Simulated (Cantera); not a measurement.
An isothermal plug-flow reactor at 850 K and 1200 Torr (inlet), inlet velocity 2.8 m/s, active area per volume 160 1/m; feed H₂ : O₂ : N₂ = 0.0034 : 0.033 : 0.79 (molar parts).

Model: Deutschmann's 1995 Pt surface mechanism with GRI-Mech 3.0 gas chemistry, integrated in Cantera. Catalytic surfaces can have several steady states; this one follows from the mechanism file's or the stated starting coverage. Mass transfer to the wall is taken as infinitely fast.

Problem. What does this change do: temperature 850 to 623 K?

Solution. 
| quantity | before | after |
|---|---|---|
| x(H₂) at z = 0.071 m | 2.93e-8 | 0.000175 |
| x(O₂) at z = 0.071 m | 0.0380 | 0.0380 |
| x(H₂O) at z = 0.071 m | 0.00412 | 0.00395 |
| θ(free Pt) at the exit | 0.0772 | 0.00813 |
| θ(O*) at the exit | 0.921 | 0.989 |
| θ(OH*) at the exit | 0.00180 | 0.00253 |
